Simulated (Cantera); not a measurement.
Feed: 1 mol SiCl4, 0.0095 mol Cl2, 72 mol H2, held at 8.25 Torr.

Equilibrium computed with Cantera from the NASA thermochemical tables; the gas is ideal and each condensed phase is pure. Candidate condensed phases: Si; 19 gas species. Gases not in the tables: Si2H6 and higher silanes. Rates play no part.

**Question.** Which condensed phases are stable at each of these points (T (K)): 1448, 1473, 1498, 1523, 1548, 1573, 1598, 1623, 1648, 1673, 1698, 1723, 1748?

**Answer.** 
```csv
T (K),condensed phases,Si condensed (%)
1448,Si(s),56.2
1473,Si(s),55.7
1498,Si(s),55.2
1523,Si(s),54.6
1548,Si(s),54.1
1573,Si(s),53.6
1598,Si(s),53.1
1623,Si(s),52.6
1648,Si(s),52.0
1673,Si(s),51.4
1698,Si(l),51.3
1723,Si(l),52.1
1748,Si(l),52.7
```

From 1448 K to 1673 K the condensed part is Si(s). From 1698 K to 1748 K the condensed part is Si(l).
